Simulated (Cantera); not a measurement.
An isothermal, constant-pressure homogeneous reactor starts with CH4 : N2 = 1 : 200 (molar parts), at 1425 K and 0.133 bar. Integrator tolerance rtol = 1e-08.

Computed with Cantera and GRI-Mech 3.0 (53 species, 325 reactions). GRI-Mech 3.0 stops at C3 and has no aromatics, soot or wall deposition, so with more carbon than oxygen in the feed, carbon stays in small species such as C2H2 where larger ones or solid carbon would form.

```
quantity                                              before                                      after
-----------------  -----------------------------------------  -----------------------------------------
x(CH4) at 40.0 s     0.00115 (gas-phase equilibrium 1.75e-6)    0.00184 (gas-phase equilibrium 3.50e-7)
x(C2H2) at 40.0 s   0.00189 (gas-phase equilibrium 0.000107)   0.00154 (gas-phase equilibrium 0.000107)
x(C2H) at 40.0 s   4.37e-10 (gas-phase equilibrium 2.69e-11)  6.47e-10 (gas-phase equilibrium 6.01e-11)
x(H2) at 40.0 s      0.00569 (gas-phase equilibrium 0.00742)    0.00465 (gas-phase equilibrium 0.00742)
x(CH2) at 40.0 s   6.70e-10 (gas-phase equilibrium 1.25e-12)   3.32e-9 (gas-phase equilibrium 1.25e-12)
x(C2H4) at 40.0 s    4.61e-6 (gas-phase equilibrium 6.55e-8)    1.52e-5 (gas-phase equilibrium 1.31e-8)
x(CH3) at 40.0 s     4.60e-6 (gas-phase equilibrium 7.66e-9)    1.32e-5 (gas-phase equilibrium 3.43e-9)
```

### Question
What was changed between the two runs?
A. temperature 1425 to 1375 K
B. temperature 1425 to 1473 K
C. pressure from 0.133 bar to 0.0267 bar
D. N2 200 to 73 parts

### Answer
C, pressure from 0.133 bar to 0.0267 bar
